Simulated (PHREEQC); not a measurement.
Make-up at 25 °C: 20 mmol/kgw NH3, 0.0048 mmol/kgw CO2 and 0.68 mmol/kgw Na2CO3. Closed to the air; pH follows from the charge balance.

Model: ion-association model, wateq4f.dat, run in PHREEQC.

The ionic strength comes out as 0.00243 mol/kgw. What activity coefficients do HCO3-, CO3-2, Na+, OH-, NH4+ get?

HCO3- 0.95, CO3-2 0.81, Na+ 0.95, OH- 0.95, NH4+ 0.95.

Precipitation was switched off in this run. Species that the database lacks are ignored.
